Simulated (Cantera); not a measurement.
Feed: 1 mol Si, 0.11 mol NH₃, 2.2 mol H₂, 0.029 mol CO₂, equilibrated at 0.0133 bar.

These are equilibrium values from Cantera (NASA tables, ideal gas, pure condensed phases), not measurements of a reactor. Candidate condensed phases: C, C₆H₆, C₇H₈, C₈H₁₈, H₂O, Si, SiC, SiO₂, Si₂N₂O, Si₃N₄; 151 gas species. Mutual solubility and eutectic melting of coexisting phases are not modelled. Gases not in the tables: Si₂H₆ and higher silanes. Rates play no part. All values below are at 1400 °C.

Base state: H₂ 0.969, SiO 0.0147, N₂ 0.0142, H 0.000971, CO 0.000700, Si 3.13e-5, SiH₂ 1.07e-5 (mole fractions); condensed: Si(s) + SiC(s) + Si₂N₂O(s).

### Question
What changes in the equilibrium state with this change: CO₂ from 0.029 to 0.11 mol?

### Answer
```
species           before     after
--------------  --------  --------
H₂                 0.969     0.928
SiO               0.0147    0.0649
N₂                0.0142   0.00321
CO              0.000700   0.00309
SiH₂             1.07e-5   1.02e-5
H               0.000971  0.000950
Si               3.13e-5   3.13e-5
Si(s), mol         0.896     0.639
SiC(s), mol       0.0273     0.102
Si₂N₂O(s), mol    0.0205    0.0468
```
